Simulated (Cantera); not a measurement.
A closed system holds: 1 mol NaI, 0.51 mol H2, 1.8 mol N2, equilibrated at 1950 °C and 0.0100 bar.

Method: chemical equilibrium by Gibbs-energy minimisation in Cantera with the NASA 1993 tables (ideal gas, pure condensed phases). Candidate condensed phases: I2, Na, NaI; 16 gas species. Gases not in the tables: NaBr and NaI dimers. Rates play no part.

Base state: N2 0.446, Na 0.171, I 0.169, H2 0.114, NaI 0.0766, H 0.0217, HI 0.00205, NaH 4.72e-5 (mole fractions); condensed: gas only.

Q: What changes in the equilibrium state with this change: pressure from 0.0100 bar to 0.133 bar?

A: 
| species | before | after |
|---|---|---|
| N2 | 0.446 | 0.501 |
| NaI | 0.0766 | 0.201 |
| H2 | 0.114 | 0.137 |
| I | 0.169 | 0.0736 |
| Na | 0.171 | 0.0771 |
| H | 0.0217 | 0.00649 |
| NaH | 4.72e-5 | 8.51e-5 |
| HI | 0.00205 | 0.00357 |
